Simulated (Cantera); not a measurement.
A Cantera script and what it prints.

```python
import numpy as np
import cantera as ct

gas_names = """
    F FO FO2 F2 F2O H HF HNO HNO2 HNO3 HOF HO2 H2 H2F2 H2O H2O2 H3F3 H4F4 H5F5 H6F6 H7F7 N NF NF2 NF3 NH
    NH2 NH3 NH2OH NO NO2 NO3 N2 N2H2 N2H4 N2O O OH O2 O3
""".split()
cond_names = """
    H2O(s) H2O(L)
""".split()


# ... load() reads the species with a 1 bar reference pressure and builds the phases ...
atoms = {
    'NF3': {'N': 1, 'F': 3},
    'H2O': {'H': 2, 'O': 1},
    'H2': {'H': 2},
}
top_T = {}  # K; cautious upper limits of use, not melting points


# ... equilibrate(T, P, feed) seeds the gas with the atoms and calls Mixture.equilibrate('TP', solver="vcs", rtol=1e-11, max_steps=5000) ...
results = []
feed = {'NF3': 1, 'H2O': 0.31, 'H2': 0.13}  # mol
T = 2898  # K
P = 650  # Pa
mix = equilibrate(T, P, feed)
results.append((T, P, feed, dict(zip(mix.species_names, mix.species_moles))))
x = sorted(zip(gas.X, gas.species_names), reverse=True)
print(f"T = {T:g} K  P = {P:g} Pa  gas = {mix.phase_moles(0):.4g} mol")
print("   x: " + "  ".join(f"{s} {v:.3e}" for v, s in x if v > 1e-05))
print("   condensed (mol): " + ("  ".join(f"{mix.phase(i).name} {mix.phase_moles(i):.4g}"
      for i in range(1, mix.n_phases) if mix.phase_moles(i) > 1e-12) or "none"))
```

Result:

```
T = 2898 K  P = 650 Pa  gas = 3.802 mol
   x: F 5.620e-01  HF 2.271e-01  N2 1.302e-01  O 6.878e-02  O2 4.949e-03  H 4.143e-03  NO 2.620e-03  OH 2.290e-04  N 3.155e-05
   condensed (mol): none
```

Equilibrium computed with Cantera from the NASA thermochemical tables; the gas is ideal and each condensed phase is pure.
